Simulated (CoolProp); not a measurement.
Properties of the fluoroketone C6F12O (FK-5-1-12) along the isobar 0.191 MPa.

Model: reference Helmholtz-energy equation of state, McLinden 2015, in CoolProp.

| T (K) | phase | density (kg/m³) | cp (kJ/(kg K)) | expansivity (1/kK) |
|---|---|---|---|---|
| 325.8 | liquid | 1516 | 1.125 | 2.195 |
| 341.1 | liquid | 1463 | 1.143 | 2.452 |
| 356.5 | gas | 22.25 | 0.9386 | 3.868 |
| 371.8 | gas | 21.03 | 0.9488 | 3.519 |
| 387.2 | gas | 19.96 | 0.9611 | 3.242 |
| 402.5 | gas | 19.03 | 0.9745 | 3.017 |
| 417.9 | gas | 18.19 | 0.9888 | 2.829 |
| 433.2 | gas | 17.44 | 1.003 | 2.670 |
| 448.6 | gas | 16.76 | 1.019 | 2.533 |
